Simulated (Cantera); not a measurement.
An isothermal, constant-pressure homogeneous reactor starts with 0.753 % C2H6, 97.9 % N2, 1.36 % H2O, at 1825 K and 9500 Pa.

Cantera simulation using GRI-Mech 3.0 (53 species, 325 reactions); the numbers are that mechanism's predictions, not measurements.

Q: Predict: x(C2H) at 200 s; x(HCN) at 200 s; x(H2) at 200 s; x(H) at 200 s.

A: 
| Property | Value |
|---|---|
| x(C2H) at 200 s | 3.42e-8 (gas-phase equilibrium 4.29e-10) |
| x(HCN) at 200 s | 0.000558 (gas-phase equilibrium 0.00145) |
| x(H2) at 200 s | 0.0343 (gas-phase equilibrium 0.0343) |
| x(H) at 200 s | 0.000266 (gas-phase equilibrium 0.000266) |
